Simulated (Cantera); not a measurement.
A Cantera script and its output.

```python
import numpy as np
import cantera as ct

gas = ct.Solution("gri30.yaml", transport_model="mixture-averaged")
show = ['H', 'NH3', 'OH']

rows = []
print(f"{'T/K':>7s}{'rho':>11s}{'cp':>10s}{'mu':>11s}{'lambda':>11s}{'Pr':>7s}" + "".join(f"{'D_' + s:>11s}" for s in show))
for T in [400, 600, 800, 1000, 1200, 1400]:
    gas.TPX = T, 390000, {'N2O': 0.5}
    Pr = gas.cp_mass * gas.viscosity / gas.thermal_conductivity
    D = [gas.mix_diff_coeffs_mole[gas.species_index(s)] for s in show]
    rows.append([gas.density, gas.cp_mass, gas.viscosity, gas.thermal_conductivity, Pr, *D])
    print(f"{T:7g}{gas.density:11.4e}{gas.cp_mass:10.1f}{gas.viscosity:11.4e}"
          f"{gas.thermal_conductivity:11.4e}{Pr:7.3f}" + "".join(f"{d:11.4e}" for d in D))
print("SI units: kg/m3, J/kg/K, Pa s, W/m/K, m2/s")
```

It prints:

```
    T/K        rho        cp         mu     lambda     Pr        D_H      D_NH3       D_OH
    400 5.1612e+00     970.3 1.9459e-05 2.5465e-02  0.741 4.3137e-05 7.3279e-06 1.0669e-05
    600 3.4408e+00    1101.3 2.7324e-05 4.0717e-02  0.739 8.9086e-05 1.5911e-05 2.1631e-05
    800 2.5806e+00    1191.6 3.4048e-05 5.4884e-02  0.739 1.4684e-04 2.7002e-05 3.5328e-05
   1000 2.0645e+00    1254.7 4.0022e-05 6.7953e-02  0.739 2.1503e-04 4.0261e-05 5.1470e-05
   1200 1.7204e+00    1294.3 4.5464e-05 8.0076e-02  0.735 2.9277e-04 5.5464e-05 6.9861e-05
   1400 1.4746e+00    1326.8 5.0510e-05 9.1407e-02  0.733 3.7941e-04 7.2452e-05 9.0359e-05
SI units: kg/m3, J/kg/K, Pa s, W/m/K, m2/s
```

Detailed kinetics in Cantera: GRI-Mech 3.0 (53 species, 325 reactions). The composition is frozen, though it would react at the higher temperatures.
